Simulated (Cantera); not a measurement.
Input (Python, Cantera) and output of one run.

```python
import numpy as np
import cantera as ct

gas_names = [...]  # 87 gases of nasa_gas.yaml made of C, H, Si
cond_names = """
    C(gr) C6H6(L) C7H8(L) C8H18(L),n-octa Si(cr) Si(L) SiC(b)
""".split()


# ... load() reads the species with a 1 bar reference pressure and builds the phases ...
atoms = {
    'CH3SiH3': {'C': 1, 'H': 6, 'Si': 1},
    'H2': {'H': 2},
}
top_T = {'C(gr)': 4500, 'SiC(b)': 3050}  # K; cautious upper limits of use, not melting points


# ... equilibrate(T, P, feed) seeds the gas with the atoms and calls Mixture.equilibrate('TP', solver="vcs", rtol=1e-11, max_steps=5000) ...
results = []
feed = {'CH3SiH3': 1, 'H2': 310}  # mol
T = 2173.15  # K
P = 2100  # Pa
mix = equilibrate(T, P, feed)
results.append((T, P, feed, dict(zip(mix.species_names, mix.species_moles))))
print(gas.report(threshold=1e-05))
for i in range(1, mix.n_phases):
    print(f"{mix.phase(i).name:16s} {mix.phase_moles(i):12.5e} mol")
```

Result:

```
       temperature   2173.2 K
          pressure   2100 Pa
           density   0.00024097 kg/m^3
  mean mol. weight   2.0733 kg/kmol
   phase of matter   gas

                          1 kg             1 kmol
                     ---------------   ---------------
          enthalpy        3.2193e+07        6.6745e+07  J
   internal energy        2.3478e+07        4.8677e+07  J
           entropy          1.08e+05        2.2392e+05  J/K
    Gibbs function       -2.0252e+08       -4.1987e+08  J
 heat capacity c_p             16560             34334  J/K
 heat capacity c_v             12550             26020  J/K

                      mass frac. Y      mole frac. X     chem. pot. / RT
                     ---------------   ---------------   ---------------
    C2H2,acetylene           0.01309         0.0010423           -30.253
                 H          0.015909          0.032722           -11.824
                H2           0.93734           0.96397           -23.648
                Si          0.025796         0.0019043           -8.3101
              SiC2         0.0020305        8.0793e-05           -14.915
               SiH          0.001774        0.00012642           -20.134
              SiH2        0.00051864        3.5723e-05           -31.958
              Si2C         0.0033471        0.00010178           -19.923
     [  +79 minor]        0.00019528        1.2729e-05

C(gr)             0.00000e+00 mol
Si(L)             0.00000e+00 mol
SiC(b)            2.47578e-01 mol
```

Cantera equilibrium calculation (NASA polynomials, part measured and part estimated; ideal gas, pure solids and liquids). The feed counts by its element totals alone. Gases not in the tables: Si2H6 and higher silanes.
